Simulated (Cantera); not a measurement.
An isothermal plug-flow reactor at 575 K and 5.00 bar (inlet), inlet velocity 0.66 m/s, active area per volume 3700 1/m; feed 0.210 % H2, 16.8 % O2, 83.0 % N2, equivalence ratio 0.0063.

Computed with Cantera and Deutschmann's 1995 Pt surface mechanism with GRI-Mech 3.0 gas chemistry. Catalytic surfaces can have several steady states; this one follows from the mechanism file's or the stated starting coverage. Mass transfer to the wall is taken as infinitely fast.

One state of this run: x H2 = 9.99e-5; x O2 = 0.167; x H2O = 0.00200; θ free Pt = 0.000976; θ O* = 0.997; θ OH* = 0.00172. x: gas mole fraction; θ: surface coverage.

Task: Which value of z (m) does it belong to?
A. 0.0028
B. 0.028
C. 0.013
D. 0.0061

Result: D, 0.0061
